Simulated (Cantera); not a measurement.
What does this Cantera script print?

```python
import numpy as np
import cantera as ct

gas = ct.Solution("gri30.yaml")
gas.TPX = 1175, 1000000, {'CO': 1, 'H2': 0.81, 'O2': 0.411, 'N2': 1.55, 'H2O': 0.76}
reactor = ct.IdealGasConstPressureReactor(gas, energy="on", clone=False)
net = ct.ReactorNet([reactor])
net.rtol, net.atol = 1e-08, 1e-16
show = ['CO', 'H2', 'O2', 'H2O2', 'O', 'H', 'OH']
times = np.geomspace(2e-06, 9, 11)

steps = ct.SolutionArray(gas, extra=["t"])
rows = []
print(f"{'t/s':>10s}{'T/K':>9s}{'P/Pa':>11s}" + "".join(f"{s:>11s}" for s in show))
for t in times:
    while net.time < t:
        t_next = net.step()
        steps.append(gas.state, t=t_next)
    rows.append([np.interp(t, steps.t, y) for y in (steps.T, steps.P, *steps(*show).X.T)])
    print(f"{t:10.3e}{rows[-1][0]:9.1f}{rows[-1][1]:11.4g}" + "".join(f"{x:11.3e}" for x in rows[-1][2:]))
rate = np.gradient(steps.T, steps.t)
print("integrator steps:", len(steps.t))
if steps.T.max() > steps.T[0] + 200:
    print(f"time of steepest temperature rise: {steps.t[rate.argmax()]:.4e} s")
gas.TPX = 1175, 1000000, {'CO': 1, 'H2': 0.81, 'O2': 0.411, 'N2': 1.55, 'H2O': 0.76}
gas.equilibrate("HP")
print(f"equilibrium (HP): T = {gas.T:.1f} K  " + "  ".join(f"{s} {gas[s].X[0]:.3e}" for s in show))
```

Output:

```
       t/s      T/K       P/Pa         CO         H2         O2       H2O2          O          H         OH
 2.000e-06   1175.0      1e+06  2.207e-01  1.788e-01  9.071e-02  4.874e-10  1.101e-09  2.945e-09  5.342e-10
 9.254e-06   1175.0      1e+06  2.207e-01  1.788e-01  9.071e-02  1.241e-08  1.787e-09  7.597e-09  1.778e-09
 4.282e-05   1175.2      1e+06  2.207e-01  1.788e-01  9.069e-02  4.481e-07  1.158e-08  7.398e-08  1.961e-08
 1.981e-04   2228.8      1e+06  1.607e-01  7.801e-02  2.881e-03  1.107e-06  1.414e-03  1.727e-02  8.957e-03
 9.169e-04   2420.5      1e+06  1.538e-01  8.548e-02  1.910e-05  2.399e-08  1.344e-05  1.633e-03  1.056e-03
 4.243e-03   2420.2      1e+06  1.538e-01  8.551e-02  1.901e-05  2.391e-08  1.339e-05  1.630e-03  1.053e-03
 1.963e-02   2419.8      1e+06  1.538e-01  8.554e-02  1.891e-05  2.382e-08  1.332e-05  1.627e-03  1.050e-03
 9.084e-02   2419.8      1e+06  1.538e-01  8.555e-02  1.891e-05  2.382e-08  1.332e-05  1.627e-03  1.050e-03
 4.203e-01   2419.8      1e+06  1.538e-01  8.555e-02  1.891e-05  2.382e-08  1.332e-05  1.627e-03  1.050e-03
 1.945e+00   2419.8      1e+06  1.538e-01  8.555e-02  1.891e-05  2.382e-08  1.332e-05  1.627e-03  1.050e-03
 9.000e+00   2419.8      1e+06  1.538e-01  8.555e-02  1.891e-05  2.382e-08  1.332e-05  1.627e-03  1.050e-03
integrator steps: 1599
time of steepest temperature rise: 1.9659e-04 s
equilibrium (HP): T = 2419.8 K  CO 1.538e-01  H2 8.555e-02  O2 1.891e-05  H2O2 2.382e-08  O 1.332e-05  H 1.627e-03  OH 1.050e-03
```

Cantera simulation using GRI-Mech 3.0 (53 species, 325 reactions); the numbers are that mechanism's predictions, not measurements. The hydrogen kinetics of GRI-Mech 3.0 are dated; newer H2 mechanisms differ, most at raised pressure.
